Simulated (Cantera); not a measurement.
An adiabatic, constant-pressure homogeneous reactor starts with C3H8 : O2 : N2 = 1 : 13.5 : 123 (molar parts), equivalence ratio 0.37, at 1800 K and 1.01 bar.

Computed with Cantera and GRI-Mech 3.0 (53 species, 325 reactions). GRI-Mech 3.0 was tuned for natural gas; its chemistry of propane as a main component is partial and can be far from experiment.

Task: Predict: time of steepest temperature rise; temperature at 1.00 s; equilibrium temperature; x(O2) at 1.00 s; x(O) at 1.00 s.

Result: 
```json
{
  "time_of_steepest_temperature_rise": "15.4 µs",
  "temperature at 1.00 s": "2171 K",
  "equilibrium_temperature": "2170 K",
  "x(O2) at 1.00 s": "0.0577 (gas-phase equilibrium 0.0576)",
  "x(O) at 1.00 s": "0.000539 (gas-phase equilibrium 0.000536)"
}
```
